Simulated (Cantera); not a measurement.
Cantera run, input and output.

```python
import numpy as np
import cantera as ct

gas = ct.Solution("gri30.yaml", transport_model="multicomponent")
show = ['H2', 'CO2', 'H2O']

rows = []
print(f"{'T/K':>7s}{'rho':>11s}{'cp':>10s}{'mu':>11s}{'lambda':>11s}{'Pr':>7s}" + "".join(f"{'D_' + s:>11s}" for s in show))
for T in [400, 550, 700, 850, 1000, 1150, 1300, 1450, 1600]:
    gas.TPX = T, 91000, {'C2H6': 0.76}
    Pr = gas.cp_mass * gas.viscosity / gas.thermal_conductivity
    D = [gas.mix_diff_coeffs_mole[gas.species_index(s)] for s in show]
    rows.append([gas.density, gas.cp_mass, gas.viscosity, gas.thermal_conductivity, Pr, *D])
    print(f"{T:7g}{gas.density:11.4e}{gas.cp_mass:10.1f}{gas.viscosity:11.4e}"
          f"{gas.thermal_conductivity:11.4e}{Pr:7.3f}" + "".join(f"{d:11.4e}" for d in D))
print("SI units: kg/m3, J/kg/K, Pa s, W/m/K, m2/s")
```

Output:

```
    T/K        rho        cp         mu     lambda     Pr       D_H2      D_CO2      D_H2O
    400 8.2277e-01    2166.5 1.2323e-05 3.5498e-02  0.752 1.0494e-04 2.0699e-05 2.9462e-05
    550 5.9838e-01    2784.4 1.6244e-05 6.0058e-02  0.753 1.8091e-04 3.7377e-05 5.4815e-05
    700 4.7016e-01    3308.0 1.9713e-05 8.6597e-02  0.753 2.7183e-04 5.7700e-05 8.6450e-05
    850 3.8719e-01    3716.6 2.2851e-05 1.1290e-01  0.752 3.7641e-04 8.1279e-05 1.2365e-04
   1000 3.2911e-01    4080.0 2.5738e-05 1.3977e-01  0.751 4.9373e-04 1.0784e-04 1.6587e-04
   1150 2.8618e-01    4364.9 2.8428e-05 1.6540e-01  0.750 6.2309e-04 1.3717e-04 2.1275e-04
   1300 2.5316e-01    4601.4 3.0960e-05 1.9017e-01  0.749 7.6392e-04 1.6912e-04 2.6395e-04
   1450 2.2697e-01    4796.5 3.3362e-05 2.1390e-01  0.748 9.1574e-04 2.0357e-04 3.1926e-04
   1600 2.0569e-01    4956.8 3.5656e-05 2.3656e-01  0.747 1.0781e-03 2.4040e-04 3.7847e-04
SI units: kg/m3, J/kg/K, Pa s, W/m/K, m2/s
```

Model: GRI-Mech 3.0 (53 species, 325 reactions), integrated in Cantera. The composition is frozen, though it would react at the higher temperatures.
